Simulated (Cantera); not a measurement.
# Hydrocarbon pyrolysis for carbon deposition

An isothermal, constant-pressure homogeneous reactor starts with 2.00 % CH4, 98.0 % N2, at 1500 K and 3.08 Torr.

Computed with Cantera and GRI-Mech 3.0 (53 species, 325 reactions). GRI-Mech 3.0 stops at C3 and has no aromatics, soot or wall deposition, so with more carbon than oxygen in the feed, carbon stays in small species such as C2H2 where larger ones or solid carbon would form. Radical loss at walls, strong at low pressure, is not modelled.

| t (s) | x CH4 | x H | x HCN | x C2H4 | x CH3 | x C2H |
|---|---|---|---|---|---|---|
| 1.00e-5 | 0.0200 | 2.72e-10 | <1e-12 | <1e-12 | 2.76e-10 | <1e-12 |
| 2.59e-5 | 0.0200 | 6.95e-10 | <1e-12 | <1e-12 | 7.24e-10 | <1e-12 |
| 6.69e-5 | 0.0200 | 1.74e-9 | <1e-12 | <1e-12 | 1.93e-9 | <1e-12 |
| 0.000173 | 0.0200 | 4.14e-9 | <1e-12 | <1e-12 | 5.34e-9 | <1e-12 |
| 0.000448 | 0.0200 | 8.76e-9 | <1e-12 | <1e-12 | 1.58e-8 | <1e-12 |
| 0.00116 | 0.0200 | 1.45e-8 | <1e-12 | <1e-12 | 4.90e-8 | <1e-12 |
| 0.00299 | 0.0200 | 1.70e-8 | <1e-12 | <1e-12 | 1.47e-7 | <1e-12 |
| 0.00775 | 0.0200 | 1.72e-8 | <1e-12 | 4.97e-12 | 4.08e-7 | <1e-12 |
| 0.0200 | 0.0200 | 1.72e-8 | <1e-12 | 9.85e-11 | 1.08e-6 | <1e-12 |
| 0.0518 | 0.0200 | 1.73e-8 | <1e-12 | 1.79e-9 | 2.82e-6 | <1e-12 |
| 0.134 | 0.0200 | 1.81e-8 | <1e-12 | 3.14e-8 | 7.32e-6 | <1e-12 |
| 0.347 | 0.0200 | 2.36e-8 | <1e-12 | 5.36e-7 | 1.89e-5 | <1e-12 |
| 0.897 | 0.0199 | 6.20e-8 | 2.44e-12 | 8.74e-6 | 4.84e-5 | 1.74e-12 |
| 2.32 | 0.0196 | 3.81e-7 | 1.06e-10 | 0.000121 | 0.000118 | 5.88e-11 |
| 6.00 | 0.0166 | 3.15e-6 | 7.68e-9 | 0.000624 | 0.000187 | 1.35e-9 |
x: mole fraction; the columns are a selection and need not sum to one.

Equilibrium at this temperature and pressure: CH4 6.20e-7, H 4.75e-5, HCN 0.0171, C2H4 4.26e-8, CH3 2.02e-8, C2H 3.81e-9 (gas phase only).
